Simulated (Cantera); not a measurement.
What does this Cantera script print?

```python
import numpy as np
import cantera as ct

gas_names = """
    B BN BO BO2 B2 B2O B2O2 B2O3 N NO NO2 NO3 N2 N2O O O2 O3
""".split()
cond_names = """
    B(b) B(L) BN(s) B2O3(L)
""".split()


# ... load() reads the species with a 1 bar reference pressure and builds the phases ...
atoms = {
    'B2O3': {'B': 2, 'O': 3},
    'N2': {'N': 2},
}
top_T = {'BN(s)': 3200}  # K; cautious upper limits of use, not melting points


# ... equilibrate(T, P, feed) seeds the gas with the atoms and calls Mixture.equilibrate('TP', solver="vcs", rtol=1e-11, max_steps=5000) ...
results = []
feed = {'B2O3': 1, 'N2': 0.49}  # mol
for P in [10, 28, 77, 220, 600, 1700, 4600, 13000, 36000, 100000]:
    for T in [1423, 1448, 1473, 1498, 1523, 1548, 1573, 1598, 1623, 1648, 1673, 1698]:
        mix = equilibrate(T, P, feed)
        results.append((T, P, feed, dict(zip(mix.species_names, mix.species_moles))))

for T, P, feed, n in results:
    print(f"{T:7g} {P:10.4g}  " + (" + ".join(c for c in cond_names if n.get(c, 0) > 1e-12) or "gas only"))
```

It prints:

```
   1423         10  B2O3(L)
   1448         10  B2O3(L)
   1473         10  B2O3(L)
   1498         10  B2O3(L)
   1523         10  B2O3(L)
   1548         10  B2O3(L)
   1573         10  gas only
   1598         10  gas only
   1623         10  gas only
   1648         10  gas only
   1673         10  gas only
   1698         10  gas only
   1423         28  B2O3(L)
   1448         28  B2O3(L)
   1473         28  B2O3(L)
   1498         28  B2O3(L)
   1523         28  B2O3(L)
   1548         28  B2O3(L)
   1573         28  B2O3(L)
   1598         28  B2O3(L)
   1623         28  gas only
   1648         28  gas only
   1673         28  gas only
   1698         28  gas only
   1423         77  B2O3(L)
   1448         77  B2O3(L)
   1473         77  B2O3(L)
   1498         77  B2O3(L)
   1523         77  B2O3(L)
   1548         77  B2O3(L)
   1573         77  B2O3(L)
   1598         77  B2O3(L)
   1623         77  B2O3(L)
   1648         77  B2O3(L)
   1673         77  B2O3(L)
   1698         77  gas only
   1423        220  B2O3(L)
   1448        220  B2O3(L)
   1473        220  B2O3(L)
   1498        220  B2O3(L)
   1523        220  B2O3(L)
   1548        220  B2O3(L)
   1573        220  B2O3(L)
   1598        220  B2O3(L)
   1623        220  B2O3(L)
   1648        220  B2O3(L)
   1673        220  B2O3(L)
   1698        220  B2O3(L)
   1423        600  B2O3(L)
   1448        600  B2O3(L)
   1473        600  B2O3(L)
   1498        600  B2O3(L)
   1523        600  B2O3(L)
   1548        600  B2O3(L)
   1573        600  B2O3(L)
   1598        600  B2O3(L)
   1623        600  B2O3(L)
   1648        600  B2O3(L)
   1673        600  B2O3(L)
   1698        600  B2O3(L)
   1423       1700  B2O3(L)
   1448       1700  B2O3(L)
   1473       1700  B2O3(L)
   1498       1700  B2O3(L)
   1523       1700  B2O3(L)
   1548       1700  B2O3(L)
   1573       1700  B2O3(L)
   1598       1700  B2O3(L)
   1623       1700  B2O3(L)
   1648       1700  B2O3(L)
   1673       1700  B2O3(L)
   1698       1700  B2O3(L)
   1423       4600  B2O3(L)
   1448       4600  B2O3(L)
   1473       4600  B2O3(L)
   1498       4600  B2O3(L)
   1523       4600  B2O3(L)
   1548       4600  B2O3(L)
   1573       4600  B2O3(L)
   1598       4600  B2O3(L)
   1623       4600  B2O3(L)
   1648       4600  B2O3(L)
   1673       4600  B2O3(L)
   1698       4600  B2O3(L)
   1423    1.3e+04  B2O3(L)
   1448    1.3e+04  B2O3(L)
   1473    1.3e+04  B2O3(L)
   1498    1.3e+04  B2O3(L)
   1523    1.3e+04  B2O3(L)
   1548    1.3e+04  B2O3(L)
   1573    1.3e+04  B2O3(L)
   1598    1.3e+04  B2O3(L)
   1623    1.3e+04  B2O3(L)
   1648    1.3e+04  B2O3(L)
   1673    1.3e+04  B2O3(L)
   1698    1.3e+04  B2O3(L)
   1423    3.6e+04  B2O3(L)
   1448    3.6e+04  B2O3(L)
   1473    3.6e+04  B2O3(L)
   1498    3.6e+04  B2O3(L)
   1523    3.6e+04  B2O3(L)
   1548    3.6e+04  B2O3(L)
   1573    3.6e+04  B2O3(L)
   1598    3.6e+04  B2O3(L)
   1623    3.6e+04  B2O3(L)
   1648    3.6e+04  B2O3(L)
   1673    3.6e+04  B2O3(L)
   1698    3.6e+04  B2O3(L)
   1423      1e+05  B2O3(L)
   1448      1e+05  B2O3(L)
   1473      1e+05  B2O3(L)
   1498      1e+05  B2O3(L)
   1523      1e+05  B2O3(L)
   1548      1e+05  B2O3(L)
   1573      1e+05  B2O3(L)
   1598      1e+05  B2O3(L)
   1623      1e+05  B2O3(L)
   1648      1e+05  B2O3(L)
   1673      1e+05  B2O3(L)
   1698      1e+05  B2O3(L)
```

Method: chemical equilibrium by Gibbs-energy minimisation in Cantera with the NASA 1993 tables (ideal gas, pure condensed phases).
